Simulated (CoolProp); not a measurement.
A simple Rankine cycle with R11: condensing at 324.15 K, boiler at 1.26 MPa, turbine inlet 399.2 K, turbine efficiency 0.7, pump efficiency 0.8, no recuperator. Each further row changes one setting.

The numbers come from the reference Helmholtz-energy equation of state, Jacobsen 1992 in CoolProp.

```tsv
case	thermal efficiency (%)	net work (kJ/kg)	heat in (kJ/kg)	turbine exit temperature (K)	volume ratio over the turbine
as stated	10.4	___	205	___	5.28
turbine inlet 419.2 K	___	23.2	___	365.1	5.15
condensing temperature 316.15 K	11.5	24.4	212	337.8	___
boiler pressure 0.882 MPa	8.5	18.0	211	358.7	3.57
turbine efficiency 0.6	8.9	___	205	349.0	5.37
```

**Question.** Some entries are withheld; supply them.

**Answer.** 
- as stated, net work (kJ/kg): 21.3
- as stated, turbine exit temperature (K): 344.0
- turbine inlet 419.2 K, thermal efficiency (%): 10.5
- turbine inlet 419.2 K, heat in (kJ/kg): 220
- condensing temperature 316.15 K, volume ratio over the turbine: 6.65
- turbine efficiency 0.6, net work (kJ/kg): 18.1
